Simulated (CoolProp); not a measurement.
A single-stage vapour-compression cycle with the fluid: evaporating at 234.15 K (dew point), condensing at 262.15 K (bubble point), superheat 5 K, subcooling 5 K, compressor efficiency 0.75, no pressure losses. The same conditions are run with several fluids, on thermodynamics alone (safety and materials aside).

Computed with CoolProp (reference Helmholtz-energy equation of state of each fluid (R152A: Outcalt 1996; hydrogen sulfide: Lemmon 2006; R125: Lemmon 2005; R142b: Lemmon 2006; CH2F2 (R32): Tillner-Roth 1997; sulfur hexafluoride: Guder 2009)).

```tsv
fluid	cooling COP	pressure ratio	discharge temperature (K)	refrigerating effect (kJ/kg)	volumetric capacity (kJ/m³)
R152A	5.81	3.51	297.6	310	525
hydrogen sulfide	5.60	2.76	327.6	479	2290
R125	5.70	3.01	277.0	136	1340
R142b	5.87	3.73	288.6	215	278
CH2F2 (R32)	5.61	3.03	316.0	334	1720
sulfur hexafluoride	5.54	2.58	273.0	88.0	2510
```
